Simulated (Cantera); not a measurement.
Feed: 1 mol TiO2, 0.048 mol Cl2, 0.019 mol O2, equilibrated at 1748 K and 10.0 mbar.

Cantera equilibrium calculation (NASA polynomials, part measured and part estimated; ideal gas, pure solids and liquids). Candidate condensed phases: Ti, TiCl2, TiCl3, TiCl4, TiO, TiO2, Ti2O3, Ti3O5, Ti4O7; 15 gas species. Equilibrium is a limit: real reactors are often held back by kinetics, nucleation or transport.

Base state: Cl 0.731, O2 0.180, Cl2 0.0885, ClO 0.000579, O 0.000311, TiCl4 0.000194, TiOCl2 5.73e-5 (mole fractions); condensed: TiO2(rutile).

Q: What changes in the equilibrium state with this change: pressure from 10.0 mbar to 1.00 bar?

A: 
```
species              before    after
-----------------  --------  -------
Cl2                  0.0885    0.549
O2                    0.180    0.262
Cl                    0.731    0.182
TiCl4              0.000194  0.00511
O                  0.000311  3.75e-5
ClO                0.000579  0.00174
TiO2(rutile), mol     1.000    1.000
```

Q: What changes in the equilibrium state with this change: pressure from 10.0 mbar to 2.50 bar?

A: 
| species | before | after |
|---|---|---|
| Cl2 | 0.0885 | 0.600 |
| O2 | 0.180 | 0.271 |
| Cl | 0.731 | 0.120 |
| TiCl4 | 0.000194 | 0.00590 |
| O | 0.000311 | 2.42e-5 |
| ClO | 0.000579 | 0.00185 |
| TiOCl2 | 5.73e-5 | 2.00e-5 |
| TiO2(rutile), mol | 1.000 | 1.000 |
